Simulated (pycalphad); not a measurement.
CALPHAD calculation (pycalphad, COST 507 light-alloy database (1999)), 1 atm. These are 1990s assessments: newer ones move some temperatures and phases. Amounts are mole fractions of atoms.

Question: Give the equilibrium state of Al-7.263Fe-2.612Si (wt.%) at 850 K.

Answer: FCC_A1, fraction 0.792, with 0.02 Fe, 0.46 Si wt.%; ALFESI_ALPHA, fraction 0.131, with 32.6 Fe, 7.3 Si wt.%; ALFESI_BETA, fraction 0.077, with 26.6 Fe, 13.4 Si wt.%.

Question: Give the equilibrium state of Al-7.263Fe-2.612Si (wt.%) at 950 K.

Answer: 
```
T = 950.00 K, P = 101325 Pa, N = 1 mol of atoms
G = -43139 J/mol, H = 24919 J/mol, S = 71.64 J/(mol K)  (SER reference)
chemical potentials (J/mol): Al -39379, Fe -137303, Si -46512
phase             fraction      x(Al)      x(Fe)      x(Si)
LIQUID              0.8969     0.9578     0.0134     0.0288
AL13FE4             0.1031     0.7596     0.2375     0.0029
```

Database names, with the compositions (at.%) that they take in these runs: AL13FE4: Al 76 Fe 24; ALFESI_ALPHA: Al 71-73 Fe 19 Si 8-10; ALFESI_BETA: Al 70 Fe 15 Si 15. FCC_A1 is fcc.
